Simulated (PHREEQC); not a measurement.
A column of 0.2 m (40 cells, dispersivity 0.01 m, 300 s a shift, diffusion coefficient 3e-10 m²/s) holds 0.074 eq of the database's cation exchanger X per kg of pore water, first in equilibrium with 0.0036 mol/kgw LiCl and 1e-05 mol/kgw HCl. It is flushed with 37 mmol/kgw BaCl2 and 0.01 mmol/kgw HCl, at 15 °C. Values are for the last cell. The system is closed to CO2. Precipitation was switched off in this run.

The series has 34 steps of pore volumes, from 0 to 4.963.

Equilibrium calculation in PHREEQC: ion-association model, phreeqc.dat.

### Question
After how many pore volumes does Ba at the outlet first reach half of its feed value?

### Answer
By 2.0 pore volumes.

Complexes and solids missing from the database can't appear.
